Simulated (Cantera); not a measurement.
What does this Cantera script print?

```python
import numpy as np
import cantera as ct

gas = ct.Solution("gri30.yaml")
gas.TPX = 1225, 150000, {'CH4': 1, 'CO': 0.12, 'O2': 6.65, 'N2': 79.7, 'CO2': 4.2}
reactor = ct.IdealGasReactor(gas, energy="on", clone=False)
net = ct.ReactorNet([reactor])
net.rtol, net.atol = 1e-08, 1e-16
show = ['CH4', 'CO', 'O2', 'H2', 'N2O', 'NO', 'O']
times = np.geomspace(5e-06, 4, 11)

steps = ct.SolutionArray(gas, extra=["t"])
rows = []
print(f"{'t/s':>10s}{'T/K':>9s}{'P/Pa':>11s}" + "".join(f"{s:>11s}" for s in show))
for t in times:
    while net.time < t:
        t_next = net.step()
        steps.append(gas.state, t=t_next)
    rows.append([np.interp(t, steps.t, y) for y in (steps.T, steps.P, *steps(*show).X.T)])
    print(f"{t:10.3e}{rows[-1][0]:9.1f}{rows[-1][1]:11.4g}" + "".join(f"{x:11.3e}" for x in rows[-1][2:]))
rate = np.gradient(steps.T, steps.t)
print("integrator steps:", len(steps.t))
if steps.T.max() > steps.T[0] + 200:
    print(f"time of steepest temperature rise: {steps.t[rate.argmax()]:.4e} s")
gas.TPX = 1225, 150000, {'CH4': 1, 'CO': 0.12, 'O2': 6.65, 'N2': 79.7, 'CO2': 4.2}
gas.equilibrate("UV")
print(f"equilibrium (UV): T = {gas.T:.1f} K  " + "  ".join(f"{s} {gas[s].X[0]:.3e}" for s in show))
```

It prints:

```
       t/s      T/K       P/Pa        CH4         CO         O2         H2        N2O         NO          O
 5.000e-06   1225.0    1.5e+05  1.091e-02  1.309e-03  7.254e-02  3.363e-12  2.738e-16  7.963e-21  3.667e-11
 1.947e-05   1225.0    1.5e+05  1.091e-02  1.309e-03  7.254e-02  2.136e-11  1.810e-15  7.840e-20  6.140e-11
 7.579e-05   1225.0    1.5e+05  1.091e-02  1.309e-03  7.254e-02  1.118e-10  1.234e-14  4.289e-19  7.179e-11
 2.951e-04   1225.0    1.5e+05  1.091e-02  1.309e-03  7.254e-02  7.551e-10  1.138e-13  2.277e-18  1.110e-10
 1.149e-03   1225.0    1.5e+05  1.091e-02  1.309e-03  7.254e-02  9.085e-09  1.337e-12  1.933e-17  3.401e-10
 4.472e-03   1225.0    1.5e+05  1.090e-02  1.309e-03  7.254e-02  2.504e-07  1.564e-11  4.378e-16  2.625e-09
 1.741e-02   1225.7  1.501e+05  1.080e-02  1.315e-03  7.247e-02  7.751e-06  2.225e-10  1.121e-14  1.267e-08
 6.778e-02   1553.0    1.9e+05  6.580e-20  2.823e-06  5.009e-02  3.210e-07  2.039e-07  9.108e-07  1.590e-06
 2.639e-01   1553.0    1.9e+05  5.778e-23  1.997e-06  5.009e-02  2.672e-07  7.071e-08  9.385e-07  1.329e-06
 1.027e+00   1553.0    1.9e+05  2.481e-23  1.997e-06  5.009e-02  2.672e-07  7.071e-08  1.041e-06  1.329e-06
 4.000e+00   1553.0    1.9e+05  2.025e-25  1.997e-06  5.009e-02  2.672e-07  7.070e-08  1.442e-06  1.329e-06
integrator steps: 2006
time of steepest temperature rise: 3.8636e-02 s
equilibrium (UV): T = 1550.5 K  CH4 1.345e-29  CO 1.936e-06  O2 4.969e-02  H2 2.600e-07  N2O 6.977e-08  NO 7.978e-04  O 1.282e-06
```

Cantera simulation using GRI-Mech 3.0 (53 species, 325 reactions); the numbers are that mechanism's predictions, not measurements.
